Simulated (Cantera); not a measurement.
An isothermal, constant-pressure homogeneous reactor starts with CH4 : H2 : O2 = 0.0046 : 1 : 0.0054 (molar parts), equivalence ratio 94, at 2925 K and 41.3 Torr.

Computed with Cantera and GRI-Mech 3.0 (53 species, 325 reactions).

x: mole fraction; the columns are a selection and need not sum to one.

| t (s) | x CH4 | x H2 | x O2 | x C2H6 | x HCO | x C2H4 |
|---|---|---|---|---|---|---|
| 1.00e-6 | 0.00448 | 0.990 | 0.00533 | 5.65e-11 | 1.29e-10 | 2.30e-10 |
| 5.93e-6 | 0.00433 | 0.989 | 0.00527 | 3.09e-9 | 4.11e-9 | 2.52e-8 |
| 3.51e-5 | 0.00380 | 0.979 | 0.00401 | 2.96e-8 | 1.75e-7 | 9.24e-7 |
| 0.000208 | 0.00207 | 0.945 | 1.71e-6 | 5.30e-8 | 2.66e-7 | 6.18e-6 |
| 0.00123 | … | 0.902 | … | 7.68e-10 | … | … |
| 0.00730 | 5.90e-7 | 0.807 | 1.30e-7 | <1e-12 | 1.93e-8 | 2.97e-10 |
| 0.0433 | <1e-12 | 0.614 | 7.24e-7 | <1e-12 | 7.56e-9 | <1e-12 |
| 0.256 | <1e-12 | 0.583 | 8.86e-7 | <1e-12 | 6.71e-9 | <1e-12 |
| 1.52 | <1e-12 | 0.583 | 8.86e-7 | <1e-12 | 6.71e-9 | <1e-12 |
| 9.00 | <1e-12 | 0.583 | 8.86e-7 | <1e-12 | 6.71e-9 | <1e-12 |

What belongs in the gaps?


- 0.00123, x CH4: 0.000177
- 0.00123, x O2: 5.77e-8
- 0.00123, x HCO: 1.33e-7
- 0.00123, x C2H4: 4.32e-7
